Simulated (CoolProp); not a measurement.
Vapour-liquid equilibrium of n-heptane (1) + toluene (2) at 450.6 K; x and y are mole fractions of (1).

Model: multi-fluid Helmholtz-energy mixture model, Span 2003 and Lemmon 2006; pair parameters Bell 2016, in CoolProp.

Q: Give the bubble pressure and the first vapour's composition at x = 0.35, 0.5, 0.65. Is there an azeotrope?

A: x = 0.35: 0.5799 MPa, y = 0.416; x = 0.5: 0.6042 MPa, y = 0.554; x = 0.65: 0.6233 MPa, y = 0.686. No azeotrope shows between x = 0.05 and 0.95.

Pair parameters are fitted to limited data, so mixtures are less certain than the pure fluids.
